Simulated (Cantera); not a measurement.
Cantera run:

```python
import numpy as np
import cantera as ct

gas_names = """
    NH3 HF N
""".split()
cond_names = """
    BaF2(a) BaF2(b,c) BaF2(L) Ba(cr) Ba(L)
""".split()


def load(file, names, dense=False):
    # The tables refer to 1 bar. Condensed volumes are neglected.
    table = {s.name: s for s in ct.Species.list_from_file(file)}
    out = []
    for n in names:
        d = dict(table[n].input_data)
        d["thermo"] = dict(d["thermo"], **{"reference-pressure": 1e5})
        if dense:
            d["equation-of-state"] = {"model": "constant-volume", "density": "1e6 g/cm^3"}
        out.append(ct.Species.from_dict(d))
    return out


species = {s.name: s for s in load("nasa_gas.yaml", gas_names) + load("nasa_condensed.yaml", cond_names)}
# Each term lists the table entries of one substance; the one whose range holds T is used.
reactions = {
    '2 NH3(g) + 3 BaF2 = 3 Ba + 6 HF(g) + 2 N(g)':
        [(-2, ['NH3']), (-3, ['BaF2(a)', 'BaF2(b,c)', 'BaF2(L)']), (3, ['Ba(cr)', 'Ba(L)']), (6, ['HF']), (2, ['N'])],
}


def pick(names, T):
    return next(species[n] for n in names if species[n].thermo.min_temp <= T <= species[n].thermo.max_temp)


results = []
for label, terms in reactions.items():
    print(label)
    print("     T/K   dH/kJ  dS/(J/K)   dG/kJ   log10 K")
    for T in [1100, 1250, 1400, 1550, 1700, 1850, 2000, 2150, 2300, 2450]:
        used = [(nu, pick(names, T)) for nu, names in terms]
        dH = sum(nu * s.thermo.h(T) for nu, s in used) / 1e6
        dS = sum(nu * s.thermo.s(T) for nu, s in used) / 1e3
        dG = dH - T * dS / 1e3
        logK = -dG * 1e6 / (ct.gas_constant * T * np.log(10))
        results.append((label, T, dH, dS, dG, logK, [s.name for _, s in used]))
        print(f"{T:8g} {dH:8.1f} {dS:8.1f} {dG:8.1f} {logK:8.2f}")
```

Result:

```
2 NH3(g) + 3 BaF2 = 3 Ba + 6 HF(g) + 2 N(g)
     T/K   dH/kJ  dS/(J/K)   dG/kJ   log10 K
    1100   3029.3    860.8   2082.4   -98.88
    1250   3008.0    842.8   1954.5   -81.67
    1400   2983.5    824.3   1829.5   -68.26
    1550   2958.6    807.4   1707.2   -57.53
    1700   2874.9    756.2   1589.3   -48.83
    1850   2863.3    749.7   1476.4   -41.68
    2000   2851.5    743.6   1364.4   -35.63
    2150   2839.8    737.9   1253.3   -30.45
    2300   2828.0    732.6   1143.0   -25.96
    2450   2816.2    727.6   1033.5   -22.03
```

Standard-state values (1 bar) from the NASA 1993 polynomials, evaluated with Cantera. Condensed species are held in their standard states even where they would react or evaporate.
